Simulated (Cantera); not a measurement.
# Equilibrium for silicon etching in halogen gases: Si + F2 + N2

Charge: 1 mol Si, 3.4 mol F2, 5.7 mol N2, at 1723 K and 75.0 Torr.

Method: chemical equilibrium by Gibbs-energy minimisation in Cantera with the NASA 1993 tables (ideal gas, pure condensed phases). Candidate condensed phases: Si, Si3N4; 16 gas species. Equilibrium is a limit: real reactors are often held back by kinetics, nucleation or transport.

```json
{
  "x(N2)": "0.600",
  "x(F)": "0.294",
  "x(SiF4)": "0.105",
  "x(F2)": "0.000205",
  "gas_amount": "9.498 mol",
  "log10 activity of Si(l) (absent)": "-34.02"
}
```
